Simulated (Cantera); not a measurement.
Equilibrium for silicon oxide and oxynitride deposition: SiH₄ + O₂ + H₂

Charge: 1 mol SiH₄, 2.1 mol O₂, 27 mol H₂, at 902 °C and 5300 Pa.

Method: chemical equilibrium by Gibbs-energy minimisation in Cantera with the NASA 1993 tables (ideal gas, pure condensed phases). Candidate condensed phases: H₂O, Si, SiO₂; 18 gas species. The tables hold silica as quartz up to 1696 K and as liquid above; real silica turns to tridymite and cristobalite and melts near 1996 K. Equilibrium is a limit: real reactors are often held back by kinetics, nucleation or transport.

```
Item                                 Result
--------------------------------  ---------
x(H₂)                                 0.924
x(H₂O)                               0.0759
n(SiO₂(β-quartz))                  1.00 mol
gas amount                        29.00 mol
log10 activity of Si(s) (absent)     -12.68
```
